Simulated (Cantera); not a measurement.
A Cantera script and what it prints.

```python
import numpy as np
import cantera as ct

gas_names = """
    H HO2 H2 H2O H2O2 O OH O2 O3 Zr ZrO ZrO2
""".split()
cond_names = """
    H2O(s) H2O(L) Zr(a) Zr(b) Zr(L) ZrO2(a) ZrO2(b) ZrO2(L)
""".split()


# ... load() reads the species with a 1 bar reference pressure and builds the phases ...
atoms = {
    'ZrO2': {'Zr': 1, 'O': 2},
    'H2': {'H': 2},
    'H2O': {'H': 2, 'O': 1},
}
top_T = {}  # K; cautious upper limits of use, not melting points


# ... equilibrate(T, P, feed) seeds the gas with the atoms and calls Mixture.equilibrate('TP', solver="vcs", rtol=1e-11, max_steps=5000) ...
results = []
T = 2200  # K
P = 82  # Pa
for m in [31, 61, 120, 240, 480, 950, 1900]:
    feed = {'ZrO2': 1, 'H2': m, 'H2O': 1.8}  # mol
    mix = equilibrate(T, P, feed)
    results.append((T, P, feed, dict(zip(mix.species_names, mix.species_moles))))

top = {s: max(r[3][s] / sum(r[3][g] for g in gas_names) for r in results) for s in gas_names}
cols = sorted((s for s in top if top[s] > 1e-05), key=lambda s: -top[s])[:6]
seen = [c for c in cond_names if any(r[3].get(c, 0) > 1e-12 for r in results)]
print("log10 of partial pressures in bar; condensed amounts in mol")
print(f"{'n(H2)':>10s}" + "".join(f"{s[:9]:>10s}" for s in cols + seen))
for T, P, feed, n in results:
    ng = sum(n[g] for g in gas_names)
    print(f"{feed['H2']:10.4g}" + "".join(f"{np.log10(max(n[s] / ng * P / 1e5, 1e-99)):10.3f}" for s in cols)
          + "".join(f"{n.get(c, 0):10.4g}" for c in seen))
```

Result:

```
log10 of partial pressures in bar; condensed amounts in mol
     n(H2)        H2         H       H2O        OH         O   ZrO2(b)
        31    -3.196    -3.847    -4.402    -5.909    -6.717    0.9999
        61    -3.184    -3.841    -4.684    -6.197    -7.011    0.9998
       120    -3.178    -3.838    -4.972    -6.488    -7.305    0.9996
       240    -3.175    -3.837    -5.270    -6.787    -7.606     0.999
       480    -3.173    -3.836    -5.569    -7.087    -7.907    0.9973
       950    -3.172    -3.835    -5.864    -7.382    -8.202    0.9924
      1900    -3.172    -3.835    -6.161    -7.680    -8.500    0.9754
```

Equilibrium computed with Cantera from the NASA thermochemical tables; the gas is ideal and each condensed phase is pure.
